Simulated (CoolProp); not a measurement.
Sulfur dioxide along the isobar 3000 kPa: density (kg/m³) from the reference equation and from simpler models built on Tc = 157.5 °C, pc = 7887 kPa, ω = 0.256; each cubic takes its own stable root.

The numbers come from the reference Helmholtz-energy equation of state, Gao 2016 in CoolProp.

| T (°C) | phase | reference |
|---|---|---|
| 9.65 | liquid | 1414 |
| 25.75 | liquid | 1370 |
| 41.75 | liquid | 1324 |
| 57.75 | liquid | 1275 |
| 73.85 | liquid | 1221 |
| 89.85 | liquid | 1160 |
| 105.85 | gas | 82.85 |
| 121.95 | gas | 74.45 |
| 137.95 | gas | 68.47 |
| 154.05 | gas | 63.79 |
| 170.05 | gas | 59.98 |
| 186.05 | gas | 56.75 |
| 202.15 | gas | 53.95 |
| 218.15 | gas | 51.50 |
| 234.15 | gas | 49.32 |
| 250.25 | gas | 47.34 |

Problem. How far does each simpler model (van der Waals, Peng-Robinson) lie from the reference over these 16 states: mean and median of the absolute difference, and the worst?

Solution. 
- van der Waals: mean 23.4 %, median 5.2 %, worst -93.1 % at 89.85 °C and 3000 kPa
- Peng-Robinson: mean 1.0 %, median 1.1 %, worst +1.5 % at 25.75 °C and 3000 kPa

At some of these states van der Waals gives the other phase, because its saturation line lies elsewhere.
